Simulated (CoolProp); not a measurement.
Diethyl ether at several states: Z from the reference equation and from simpler models built on Tc = 467.9 K, pc = 37.17 bar, ω = 0.282; each cubic takes its own stable root.

Computed with CoolProp (reference Helmholtz-energy equation of state, Thol 2014).

| T (K) | p (bar) | phase | reference |
|---|---|---|---|
| 437.6 | 112 | liquid | 0.4137 |
| 292.6 | 10.2 | liquid | 0.04344 |
| 455.4 | 0.135 | gas | 0.9987 |
| 423.1 | 5.93 | gas | 0.9168 |

### Question
How far does each simpler model (van der Waals, Peng-Robinson) lie from the reference over these 4 states: mean and median of the absolute difference, and the worst?

### Answer
- van der Waals: mean 28.4 %, median 23.9 %, worst +66.0 % at 292.6 K and 10.2 bar
- Peng-Robinson: mean 1.3 %, median 1.1 %, worst -3.2 % at 292.6 K and 10.2 bar
